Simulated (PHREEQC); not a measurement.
Solution (25 °C): 0.026 mol HCl, 0.0012 mol Li2SO4 and 0.0027 mol Na2SO4 per kg of water. Closed to the air; pH follows from the charge balance.

Equilibrium calculation in PHREEQC: ion-association model, wateq4f.dat.

No solid was allowed to form.

Question: Estimate the pH.

Answer: pH 1.68.

Question: In which forms is S present?

Answer: HSO4- 55 %, SO4-2 44 %, NaSO4- 0.6 % of the S.

Complexes and solids missing from the database can't appear.
